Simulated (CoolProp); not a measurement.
Computed with CoolProp (reference Helmholtz-energy equation of state, Platzer 1990). This equation is an older, rougher fit.

For CF4 (R14), give the phase and the conductivity (mW/(m K)) at -34.15 °C and 0.101 MPa.


- -34.15 °C and 0.101 MPa: gas; conductivity 11.4

Thermal conductivity comes from a separate model (Huber 2003), an estimate that may be off by 10 % or more.
